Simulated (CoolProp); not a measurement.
R1234ze(Z) along the isobar 43.5 bar: fugacity coefficient from the reference equation and from simpler models built on Tc = 423.3 K, pc = 35.31 bar, ω = 0.327; each cubic takes its own stable root.

Values from CoolProp's reference Helmholtz-energy equation of state, Akasaka 2019.

| T (K) | phase | reference |
|---|---|---|
| 315.7 | liquid | 0.07550 |
| 326 | liquid | 0.09948 |
| 336.4 | liquid | 0.1284 |
| 346.8 | liquid | 0.1622 |
| 357.1 | liquid | 0.2007 |
| 367.5 | liquid | 0.2443 |
| 377.8 | liquid | 0.2920 |
| 388.2 | liquid | 0.3443 |
| 398.6 | liquid | 0.4001 |
| 408.9 | liquid | 0.4578 |
| 419.3 | liquid | 0.5172 |
| 429.6 | supercritical | 0.5747 |
| 440 | supercritical | 0.6227 |

How far does each simpler model (van der Waals, Soave-Redlich-Kwong) lie from the reference over these 13 states: mean and median of the absolute difference, and the worst?


- van der Waals: mean 71.6 %, median 50.9 %, worst +210.9 % at 315.7 K and 43.5 bar
- Soave-Redlich-Kwong: mean 6.8 %, median 7.1 %, worst +7.7 % at 367.5 K and 43.5 bar
